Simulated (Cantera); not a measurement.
Cantera run:

```python
import numpy as np
import cantera as ct

gas_names = """
    CH4 OH TaO2 CH3OH
""".split()
cond_names = """
    TaC(s) TaC(L)
""".split()


# ... load() reads the species with a 1 bar reference pressure and builds the phases ...
species = {s.name: s for s in load("nasa_gas.yaml", gas_names) + load("nasa_condensed.yaml", cond_names)}
# Each term lists the table entries of one substance; the one whose range holds T is used.
reactions = {
    'CH4(g) + 4 OH(g) + TaC = TaO2(g) + 2 CH3OH(g)':
        [(-1, ['CH4']), (-4, ['OH']), (-1, ['TaC(s)', 'TaC(L)']), (1, ['TaO2']), (2, ['CH3OH'])],
}


def pick(names, T):
    return next(species[n] for n in names if species[n].thermo.min_temp <= T <= species[n].thermo.max_temp)


results = []
for label, terms in reactions.items():
    print(label)
    print("     T/K   dH/kJ  dS/(J/K)   dG/kJ   log10 K")
    for T in [300, 623, 823, 1023, 1223, 1423, 1623, 1823, 2023, 2223, 2423, 2623]:
        used = [(nu, pick(names, T)) for nu, names in terms]
        dH = sum(nu * s.thermo.h(T) for nu, s in used) / 1e6
        dS = sum(nu * s.thermo.s(T) for nu, s in used) / 1e3
        dG = dH - T * dS / 1e3
        logK = -dG * 1e6 / (ct.gas_constant * T * np.log(10))
        results.append((label, T, dH, dS, dG, logK, [s.name for _, s in used]))
        print(f"{T:8g} {dH:8.1f} {dS:8.1f} {dG:8.1f} {logK:8.2f}")
```

It prints:

```
CH4(g) + 4 OH(g) + TaC = TaO2(g) + 2 CH3OH(g)
     T/K   dH/kJ  dS/(J/K)   dG/kJ   log10 K
     300   -541.5   -204.2   -480.3    83.62
     623   -555.6   -237.6   -407.6    34.18
     823   -560.1   -243.9   -359.4    22.81
    1023   -563.1   -247.1   -310.3    15.84
    1223   -565.3   -249.1   -260.7    11.13
    1423   -567.4   -250.7   -210.7     7.73
    1623   -569.5   -252.1   -160.4     5.16
    1823   -571.7   -253.3   -109.8     3.15
    2023   -574.1   -254.6    -59.1     1.52
    2223   -576.8   -255.9     -8.0     0.19
    2423   -579.9   -257.2     43.3    -0.93
    2623   -583.5   -258.6     94.9    -1.89
```

Source: NASA polynomial tables (part measured, part estimated), evaluated in Cantera. TaC: taken at fixed stoichiometry. Condensed species are held in their standard states even where they would react or evaporate.
